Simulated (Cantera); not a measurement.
Source: NASA polynomial tables (part measured, part estimated), evaluated in Cantera. Values are per mole of reaction as written; species without (g) are pure solids or liquids, kept so even where they would boil at 1 bar.

3 Nb + 4 NO2(g) → 3 NbO2(g) + 2 N2O(g)

```
T (K)  ΔH° (kJ)  ΔS° (J/K)  ΔG° (kJ)  log10 K
-----  --------  ---------  --------  -------
375      -574.5      185.9    -644.2    89.73
450      -575.3      184.1    -658.1    76.39
525         [?]        [?]       [?]      [?]
600         [?]        [?]       [?]      [?]
675         [?]        [?]       [?]      [?]
```

**Question.** Fill in the missing entries.

**Answer.** 
- 525, ΔH° (kJ): -576.0
- 525, ΔS° (J/K): 182.6
- 525, ΔG° (kJ): -671.8
- 525, log10 K: 66.84
- 600, ΔH° (kJ): -576.8
- 600, ΔS° (J/K): 181.2
- 600, ΔG° (kJ): -685.5
- 600, log10 K: 59.68
- 675, ΔH° (kJ): -577.6
- 675, ΔS° (J/K): 179.9
- 675, ΔG° (kJ): -699.0
- 675, log10 K: 54.09
